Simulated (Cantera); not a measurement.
A freely propagating, adiabatic, planar premixed flame of CH3OH : O2 : N2 = 1 : 1.81 : 6.8 (molar parts), unburnt at 625 K and 1000000 Pa; mixture-averaged transport, grid criteria slope 0.08 and curve 0.16, no radiation.

Model: GRI-Mech 3.0 (53 species, 325 reactions), integrated in Cantera. GRI-Mech 3.0 was tuned for natural gas; its chemistry of methanol as a main component is partial and can be far from experiment. Burning velocities carry a grid error of a few per cent, more on coarse grids.

**Question.** Predict: laminar burning velocity; thermal thickness; peak x(CH3); peak x(H); peak x(CH2); peak x(HCO).

**Answer.** 
- laminar burning velocity = 59.0 cm/s
- thermal thickness = 0.0537 mm
- peak x(CH3) = 2.56e-5
- peak x(H) = 0.00150
- peak x(CH2) = 1.16e-6
- peak x(HCO) = 6.82e-5
